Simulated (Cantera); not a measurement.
An adiabatic, constant-pressure homogeneous reactor starts with CH4 : H2 : O2 : N2 = 1 : 0.032 : 3.01 : 30.1 (molar parts), at 1225 K and 1000000 Pa. Integrator tolerance rtol = 1e-08.

Computed with Cantera and GRI-Mech 3.0 (53 species, 325 reactions).

### Question
What does this change do: N2 30.1 to 78 parts?

### Answer
```tsv
quantity	before	after
time of steepest temperature rise	5.17 ms	14.3 ms
temperature at 5.00 s	1873 K	1508 K
equilibrium temperature	1871 K	1507 K
x(CH4) at 5.00 s	<1e-12 (gas-phase equilibrium <1e-12)	<1e-12 (gas-phase equilibrium <1e-12)
x(H2) at 5.00 s	1.16e-5 (gas-phase equilibrium 1.15e-5)	1.51e-7 (gas-phase equilibrium 1.50e-7)
x(O2) at 5.00 s	0.0285 (gas-phase equilibrium 0.0280)	0.0121 (gas-phase equilibrium 0.0119)
x(CO2) at 5.00 s	0.0293 (gas-phase equilibrium 0.0293)	0.0122 (gas-phase equilibrium 0.0122)
x(H) at 5.00 s	7.02e-7 (gas-phase equilibrium 6.87e-7)	2.39e-9 (gas-phase equilibrium 2.36e-9)
x(CH2) at 5.00 s	<1e-12 (gas-phase equilibrium <1e-12)	<1e-12 (gas-phase equilibrium <1e-12)
x(HO2) at 5.00 s	5.03e-7 (gas-phase equilibrium 4.92e-7)	2.14e-8 (gas-phase equilibrium 2.10e-8)
```

### Question
What does this change do: initial temperature 1225 to 1623 K?

### Answer
```csv
quantity,before,after
time of steepest temperature rise,5.17 ms,0.115 ms
temperature at 5.00 s,1873 K,2235 K
equilibrium temperature,1871 K,2235 K
x(CH4) at 5.00 s,<1e-12 (gas-phase equilibrium <1e-12),<1e-12 (gas-phase equilibrium <1e-12)
x(H2) at 5.00 s,1.16e-5 (gas-phase equilibrium 1.15e-5),0.000163 (gas-phase equilibrium 0.000163)
x(O2) at 5.00 s,0.0285 (gas-phase equilibrium 0.0280),0.0264 (gas-phase equilibrium 0.0264)
x(CO2) at 5.00 s,0.0293 (gas-phase equilibrium 0.0293),0.0288 (gas-phase equilibrium 0.0288)
x(H) at 5.00 s,7.02e-7 (gas-phase equilibrium 6.87e-7),2.78e-5 (gas-phase equilibrium 2.78e-5)
x(CH2) at 5.00 s,<1e-12 (gas-phase equilibrium <1e-12),<1e-12 (gas-phase equilibrium <1e-12)
x(HO2) at 5.00 s,5.03e-7 (gas-phase equilibrium 4.92e-7),1.90e-6 (gas-phase equilibrium 1.90e-6)
```
